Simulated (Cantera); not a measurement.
An isothermal, constant-pressure homogeneous reactor starts with H₂ : O₂ = 0.0051 : 1 (molar parts), equivalence ratio 0.0026, at 1450 K and 0.0267 bar. Integrator tolerance rtol = 1e-08.

Computed with Cantera and GRI-Mech 3.0 (53 species, 325 reactions). Radical loss at walls, strong at low pressure, is not modelled.

Problem. What does this change do: H2 0.0051 to 0.00059 parts?

Solution. 
| quantity | before | after |
|---|---|---|
| x(H₂) at 4.00 s | 1.77e-7 (gas-phase equilibrium 2.97e-8) | 4.40e-8 (gas-phase equilibrium 3.41e-9) |
| x(O₂) at 4.00 s | 0.995 (gas-phase equilibrium 0.995) | 0.999 (gas-phase equilibrium 0.999) |
| x(H) at 4.00 s | 1.47e-7 (gas-phase equilibrium 1.00e-8) | 1.62e-7 (gas-phase equilibrium 3.40e-9) |
| x(O) at 4.00 s | 7.39e-5 (gas-phase equilibrium 1.23e-5) | 0.000164 (gas-phase equilibrium 1.24e-5) |
| x(H₂O₂) at 4.00 s | 5.26e-10 (gas-phase equilibrium 1.27e-10) | 1.47e-10 (gas-phase equilibrium 1.47e-11) |
| x(H₂O) at 4.00 s | 0.00504 (gas-phase equilibrium 0.00507) | 0.000565 (gas-phase equilibrium 0.000583) |
| x(HO₂) at 4.00 s | 3.52e-8 (gas-phase equilibrium 3.92e-8) | 2.20e-8 (gas-phase equilibrium 1.33e-8) |
